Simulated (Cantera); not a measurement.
An adiabatic, constant-volume homogeneous reactor starts with H₂ : O₂ : N₂ : H₂O = 1 : 0.417 : 1.57 : 0.0054 (molar parts), at 1050 K and 9.87 atm.

Computed with Cantera and GRI-Mech 3.0 (53 species, 325 reactions). The hydrogen kinetics of GRI-Mech 3.0 are dated; newer H2 mechanisms differ, most at raised pressure. Above 3000 K some thermodynamic fits are extrapolated.

### Question
Predict: time of steepest temperature rise; temperature at 2.00 s; equilibrium temperature; x(H₂) at 2.00 s; x(O₂) at 2.00 s; x(N₂O) at 2.00 s; x(H₂O₂) at 2.00 s; x(NO) at 2.00 s; x(OH) at 2.00 s; x(HO₂) at 2.00 s.

### Answer
```
Quantity                                                             Value
---------------------------------  ---------------------------------------
time of steepest temperature rise                                  2.41 ms
temperature at 2.00 s                                               3128 K
equilibrium temperature                                             3128 K
x(H₂) at 2.00 s                      0.0773 (gas-phase equilibrium 0.0773)
x(O₂) at 2.00 s                    0.00249 (gas-phase equilibrium 0.00249)
x(N₂O) at 2.00 s                   1.33e-6 (gas-phase equilibrium 1.33e-6)
x(H₂O₂) at 2.00 s                  1.54e-6 (gas-phase equilibrium 1.54e-6)
x(NO) at 2.00 s                    0.00526 (gas-phase equilibrium 0.00526)
x(OH) at 2.00 s                      0.0172 (gas-phase equilibrium 0.0172)
x(HO₂) at 2.00 s                   7.33e-6 (gas-phase equilibrium 7.33e-6)
```
